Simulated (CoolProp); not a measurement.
Vapour-liquid equilibrium of sulfur dioxide (1) + toluene (2) at 393.2 K; x and y are mole fractions of (1).

Values from CoolProp's multi-fluid Helmholtz-energy mixture model, Gao 2016 and Lemmon 2006; pair parameters Bell 2016.

```
x      bubble pressure (MPa)  y at the bubble point  dew pressure at overall composition x (MPa)  liquid density (mol/L)
-----  ---------------------  ---------------------  -------------------------------------------  ----------------------
0.05                  0.2552                  0.492                                       0.1384                   8.604
0.125                 0.4685                  0.733                                       0.1502                   9.005
0.2                   0.7096                  0.830                                       0.1641                   9.434
0.275                 0.9717                  0.881                                       0.1808                   9.892
0.35                   1.249                  0.912                                       0.2012                   10.38
0.425                  1.535                  0.932                                       0.2266                   10.91
0.5                    1.828                  0.946                                       0.2593                   11.47
0.575                  2.126                  0.957                                       0.3029                   12.06
0.65                   2.430                  0.966                                       0.3641                   12.70
0.725                  2.743                  0.973                                       0.4563                   13.37
0.8                    3.072                  0.980                                       0.6116                   14.08
0.875                  3.426                  0.987                                       0.9291                   14.79
0.95                   3.820                  0.994                                        1.919                   15.47
```

No azeotrope shows between x = 0.05 and 0.95.

Pair parameters are fitted to limited data, so mixtures are less certain than the pure fluids.
